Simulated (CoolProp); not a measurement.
Methanol at 376.07 K and 0.187 MPa is compressed adiabatically to 0.662 MPa with isentropic efficiency 0.9. Each further row changes one setting.

Computed with CoolProp (reference Helmholtz-energy equation of state, de Reuck 1993).

| case | work (kJ/kg) | final temperature (K) | final density (kg/m³) |
|---|---|---|---|
| as stated | [?] | 466.0 | [?] |
| efficiency 1 | [?] | [?] | 5.82 |
| efficiency 0.65 | [?] | [?] | 5.33 |

Task: What belongs in the gaps?

Result: 
- as stated, work (kJ/kg): 146
- as stated, final density (kg/m³): 5.71
- efficiency 1, work (kJ/kg): 131
- efficiency 1, final temperature (K): 458.8
- efficiency 0.65, work (kJ/kg): 202
- efficiency 0.65, final temperature (K): 493.8
